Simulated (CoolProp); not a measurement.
The fluid at 298.15 K and 0.268 MPa is throttled through a valve to 0.148 MPa with no heat exchange. The same conditions are run with several fluids, on thermodynamics alone (safety and materials aside).

Computed with CoolProp (reference Helmholtz-energy equation of state of each fluid (CF4 (R14): Platzer 1990; nitrous oxide: Lemmon 2006; nitrogen: Span 2000; CH3F (R41): Lemmon 2006; R152A: Outcalt 1996)). The equations of Platzer and Polt are older, rougher fits.

**Question.** Rank CF4 (R14), nitrous oxide, nitrogen, CH3F (R41), R152A by temperature change (K), highest first.

**Answer.** nitrogen (-0.3), CF4 (R14) (-0.7), nitrous oxide (-1.3), CH3F (R41) (-2.2), R152A (-3.5)

| fluid | final density (kg/m³) |
|---|---|
| CF4 (R14) | 5.29 |
| nitrous oxide | 2.66 |
| nitrogen | 1.67 |
| CH3F (R41) | 2.07 |
| R152A | 4.13 |
